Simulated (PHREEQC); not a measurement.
0.031 g of hydrous ferric oxide (600 m²/g; 0.2 weak and 0.005 strong sites per Fe, Dzombak-Morel constants, diffuse double layer) in 1 kg of water with 0.05 mol/kgw of an inert sodium salt and 2.4e-05 mol H3BO3, at 25 °C; the pH is set by adding NaOH or the inert anion's acid. O2 is buffered at 0.21 atm. CO2 from the air is kept out. Precipitation was switched off in this run.

Computed with PHREEQC (ion-association model, wateq4f.dat).

**Question.** Predict surface charge σ (C/m²), surface potential ψ (mV) at pH = 5, 5.5, 7.5, 9, 10.

**Answer.** 
```
pH   surface charge σ (C/m²)  surface potential ψ (mV)
---  -----------------------  ------------------------
5                      0.181                       135
5.5                    0.130                       118
7.5                    0.017                        31
9                     -0.026                       -45
10                    -0.074                       -90
```
